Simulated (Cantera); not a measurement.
An adiabatic, constant-pressure homogeneous reactor starts with C₃H₈ : O₂ : N₂ = 1 : 4.17 : 19.2 (molar parts), equivalence ratio 1.2, at 1773 K and 6.80 bar.

Detailed kinetics in Cantera: GRI-Mech 3.0 (53 species, 325 reactions). GRI-Mech 3.0 was tuned for natural gas; its chemistry of propane as a main component is partial and can be far from experiment.

One state of this run: T (K) = 2958; x C₃H₈ = <1e-12; x O₂ = 0.00617; x CH₄ = <1e-12; x HO₂ = 4.84e-6; x H = 0.00797; x NO = 0.00741. x: mole fraction; the columns are a selection and need not sum to one.

Task: Which value of t (s) does it belong to?
A) 0.0128
B) 1.00e-6
C) 6.69e-5
D) 8.18e-6

Result: A, 0.0128
